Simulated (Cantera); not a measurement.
**Thermodynamics of calcination and drying, feed Mg(OH)2 + CO2 + H2**

A closed system holds: 1 mol Mg(OH)2, 0.012 mol CO2, 5.3 mol H2, equilibrated at 3.80 bar.

Method: chemical equilibrium by Gibbs-energy minimisation in Cantera with the NASA 1993 tables (ideal gas, pure condensed phases). Candidate condensed phases: C, C6H6, C7H8, C8H18, H2O, Mg, MgCO3, MgO, Mg(OH)2; 116 gas species. Equilibrium is a limit: real reactors are often held back by kinetics, nucleation or transport.

```tsv
T (K)	log p H2	log p H2O	log p CH4	log p CO	log p CO2	n MgO(s)
600	0.50	-0.21	-2.14	-10.14	-9.40	1.00
700	0.50	-0.21	-2.14	-7.41	-7.15	1.00
800	0.50	-0.21	-2.14	-5.35	-5.44	1.00
900	0.50	-0.21	-2.16	-3.75	-4.10	1.00
1000	0.50	-0.21	-2.36	-2.65	-3.21	1.00
1100	0.50	-0.22	-3.04	-2.27	-3.00	1.00
1200	0.50	-0.22	-3.87	-2.21	-3.06	1.00
1300	0.50	-0.22	-4.61	-2.19	-3.15	1.00
1400	0.50	-0.22	-5.25	-2.18	-3.23	1.00
```
log p: log10 of the partial pressure in bar; n: condensed amount in mol.

From 600 K to 1400 K the condensed part is MgO(s).
